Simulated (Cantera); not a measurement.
Thermodynamics of carbothermic reduction, feed MgO + CO

Charge: 1 mol MgO, 8.2 mol CO, at 1877 °C and 1.00 Torr.

Equilibrium computed with Cantera from the NASA thermochemical tables; the gas is ideal and each condensed phase is pure. Candidate condensed phases: C, Mg, MgCO3, MgO; 15 gas species. Equilibrium is a limit: real reactors are often held back by kinetics, nucleation or transport.

x(CO): 0.783
x(Mg): 0.108
x(CO2): 0.107
x(O): 0.000848
x(O2): 0.000251
x(MgO): 0.000218
gas amount: 9.210 mol
log10 activity of Mg(l) (absent): -5.57
log10 activity of C(graphite) (absent): -7.00
